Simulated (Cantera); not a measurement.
Thermodynamics of iron carbonyl, mercury and lead vapours, feed PbO + O₂ + H₂

Feed: 1 mol PbO, 0.15 mol O₂, 0.13 mol H₂, equilibrated at 975 °C and 1000 Pa.

Method: chemical equilibrium by Gibbs-energy minimisation in Cantera with the NASA 1993 tables (ideal gas, pure condensed phases). Candidate condensed phases: H₂O, Pb, PbO, PbO₂, Pb₃O₄; 12 gas species. Gases not in the tables: (PbO)n polymers. The numbers say what is thermodynamically allowed, not how fast it happens.

```
Quantity                               Value
--------------------------------  ----------
x(H₂O)                                 0.594
x(O₂)                                  0.388
x(PbO)                                0.0176
x(Pb)                               0.000182
x(OH)                                5.05e-5
n(PbO(l))                          0.996 mol
gas amount                        0.2189 mol
log10 activity of Pb(l) (absent)       -2.86
```
